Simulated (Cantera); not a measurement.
Charge: 1 mol CF4, a varied amount of HCl, held at 0.0100 bar.

These are equilibrium values from Cantera (NASA tables, ideal gas, pure condensed phases), not measurements of a reactor. Candidate condensed phases: C, C6H6, C7H8, C8H18; 118 gas species. The numbers say what is thermodynamically allowed, not how fast it happens.

Stable condensed phases, one row left out:

```
T in °C \ n(HCl) in mol
         0.025  0.05 0.075   0.1  0.13  0.15  0.18   0.2  0.23  0.25  0.28
   1925      A     A     A     A     A     A     A     A     A     A     A
   1875      A     A     A     A     A     A     A     A     A     A     A
   1825      A     A     A     A     A     A     A     A     A     A     A
   1775      A     A     A     A     A     A     A     A     A     A     A
   1675      A     A     A     A     A     B     B     B     B     B     B
   1625      A     A     A     B     B     B     B     B     B     B     B
   1575      A     A     B     B     B     B     B     B     B     B     B
   1525      A     B     B     B     B     B     B     B     B     B     B
   1475      B     B     B     B     B     B     B     B     B     B     B
```

A: gas only; B: C.

Give the row for 1725 °C.

0.025: gas only; 0.05: gas only; 0.075: gas only; 0.1: gas only; 0.13: gas only; 0.15: gas only; 0.18: gas only; 0.2: gas only; 0.23: C; 0.25: C; 0.28: C.
